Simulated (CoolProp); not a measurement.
Model: reference Helmholtz-energy equation of state, Lemmon 2006, in CoolProp. It is a short technical equation, of lower accuracy than the large ones.

Question: Give the vapour pressure (MPa), liquid cp (kJ/(kg K)), vapour Z, surface tension (mN/m) of saturated nitrous oxide at -15.65, -9.75 °C.

Answer: 
| T (°C) | p (MPa) | liquid cp (kJ/(kg K)) | vapour Z | surface tension (mN/m) |
|---|---|---|---|---|
| -15.65 | 2.04 | 2.03 | 0.786 | 8.28 |
| -9.75 | 2.41 | 2.10 | 0.760 | 7.16 |

Surface tension comes from a separate correlation (Mulero 2012).
